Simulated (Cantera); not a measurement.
A perfectly stirred reactor is fed with 18.2 % CO, 3.47 % H₂, 16.5 % O₂, 61.8 % N₂, at 920000 Pa; it is adiabatic with a 375 K inlet, and is followed from long to short residence time, starting on the burning branch (τ in s: 0.092, 0.049, 0.026, 0.014, 0.0076, 0.0041, 0.0022, 0.0012, 0.00063, 0.00034, 0.00018, 9.6e-05).

Cantera simulation using GRI-Mech 3.0 (53 species, 325 reactions); the numbers are that mechanism's predictions, not measurements. The hydrogen kinetics of GRI-Mech 3.0 are dated; newer H2 mechanisms differ, most at raised pressure.

### Question
Predict: blow-out, bracketed by the residence times tried; x(CO) at τ = 92.0 ms; x(H₂) at τ = 92.0 ms; x(O₂) at τ = 92.0 ms; x(H) at τ = 92.0 ms; x(OH) at τ = 92.0 ms; x(CO) at τ = 2.20 ms; x(H₂) at τ = 2.20 ms; x(O₂) at τ = 2.20 ms; x(H) at τ = 2.20 ms; x(OH) at τ = 2.20 ms.

### Answer
```
Item                                                                              Result
------------------------------------------------  --------------------------------------
blow-out, bracketed by the residence times tried  burning at 96.0 µs, the shortest tried
x(CO) at τ = 92.0 ms                                                             0.00113
x(H₂) at τ = 92.0 ms                                                             4.04e-5
x(O₂) at τ = 92.0 ms                                                              0.0622
x(H) at τ = 92.0 ms                                                              8.33e-6
x(OH) at τ = 92.0 ms                                                            0.000986
x(CO) at τ = 2.20 ms                                                             0.00577
x(H₂) at τ = 2.20 ms                                                            0.000175
x(O₂) at τ = 2.20 ms                                                              0.0647
x(H) at τ = 2.20 ms                                                              6.82e-5
x(OH) at τ = 2.20 ms                                                             0.00183
```
